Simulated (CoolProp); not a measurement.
A single-stage vapour-compression cycle with the fluid: evaporating at 195.15 K (dew point), condensing at 215.15 K (bubble point), superheat 8 K, subcooling 8 K, compressor efficiency 0.85, no pressure losses. The same conditions are run with several fluids, on thermodynamics alone (safety and materials aside).

The numbers come from the reference Helmholtz-energy equation of state of each fluid (nitrous oxide: Lemmon 2006; R125: Lemmon 2005; hydrogen chloride: Thol 2018; R143a: Lemmon and Jacobsen 2000; ethylene: Smukala 2000; R115: Lemmon 2016) in CoolProp.

```json
[
 {"fluid": "nitrous oxide", "cooling COP": "7.56", "pressure ratio": "2.57", "discharge temperature (K)": "262.6", "refrigerating effect (kJ/kg)": "348", "volumetric capacity (kJ/m³)": "1710"},
 {"fluid": "R125", "cooling COP": "8.01", "pressure ratio": "3.41", "discharge temperature (K)": "236.9", "refrigerating effect (kJ/kg)": "172", "volumetric capacity (kJ/m³)": "219"},
 {"fluid": "hydrogen chloride", "cooling COP": "7.44", "pressure ratio": "2.56", "discharge temperature (K)": "275.1", "refrigerating effect (kJ/kg)": "423", "volumetric capacity (kJ/m³)": "1400"},
 {"fluid": "R143a", "cooling COP": "7.93", "pressure ratio": "3.28", "discharge temperature (K)": "243.2", "refrigerating effect (kJ/kg)": "237", "volumetric capacity (kJ/m³)": "215"},
 {"fluid": "ethylene", "cooling COP": "7.57", "pressure ratio": "2.18", "discharge temperature (K)": "249.8", "refrigerating effect (kJ/kg)": "422", "volumetric capacity (kJ/m³)": "2810"},
 {"fluid": "R115", "cooling COP": "8.10", "pressure ratio": "3.38", "discharge temperature (K)": "231.2", "refrigerating effect (kJ/kg)": "133", "volumetric capacity (kJ/m³)": "145"}
]
```
